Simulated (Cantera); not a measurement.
A closed system holds: 1 mol Si3N4, 0.051 mol C, 1.5 mol N2, equilibrated at 2825 K and 3.90e-5 bar.

These are equilibrium values from Cantera (NASA tables, ideal gas, pure condensed phases), not measurements of a reactor. Candidate condensed phases: C, Si, SiC, Si3N4; 20 gas species. The tables' values for SiN are old estimates; treat these amounts as uncertain. Equilibrium is a limit: real reactors are often held back by kinetics, nucleation or transport.

Base state: N2 0.533, Si 0.458, C 0.00466, CN 0.00275, N 0.000492, SiN 0.000137, SiC2 0.000119, C2 4.76e-5 (mole fractions); condensed: gas only.

Problem. What changes in the equilibrium state with this change: C from 0.051 to 0.21 mol?

Solution. 
```csv
species,before,after
N2,0.533,0.521
Si,0.458,0.449
C,0.00466,0.0164
C3,1.02e-5,0.000449
C2,4.76e-5,0.000594
SiC2,0.000119,0.00146
CN,0.00275,0.00961
SiC,1.89e-5,6.54e-5
```

Problem. What changes in the equilibrium state with this change: temperature from 2825 K to 2350 K?

Solution. 
```
species    before     after
-------  --------  --------
N2          0.533     0.538
Si          0.458     0.457
SiC2     0.000119   0.00318
C         0.00466   9.81e-5
Si2C      2.67e-6  0.000671
N        0.000492   7.84e-6
Si2       8.18e-6  0.000119
```
